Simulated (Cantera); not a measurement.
Charge: 1 mol SiH2Cl2, 0.37 mol N2O, 5.9 mol N2, 6.2 mol NO, held at 10.0 mbar.

Method: chemical equilibrium by Gibbs-energy minimisation in Cantera with the NASA 1993 tables (ideal gas, pure condensed phases). Candidate condensed phases: H2O, NH4Cl, Si, SiO2, Si2N2O, Si3N4; 47 gas species. Rates play no part. All values below are at 850 K.

Base state: N2 0.694, O2 0.158, HCl 0.103, H2O 0.0224, Cl2 0.0224, Cl 4.18e-5 (mole fractions); condensed: SiO2(β-quartz).

Problem. What changes in the equilibrium state with this change: N2 from 5.9 to 82 mol?

Solution. 
| species | before | after |
|---|---|---|
| N2 | 0.694 | 0.953 |
| O2 | 0.158 | 0.0243 |
| HCl | 0.103 | 0.0175 |
| Cl2 | 0.0224 | 0.00238 |
| H2O | 0.0224 | 0.00238 |
| Cl | 4.18e-5 | 1.36e-5 |
| SiO2(β-quartz), mol | 1.00 | 1.00 |
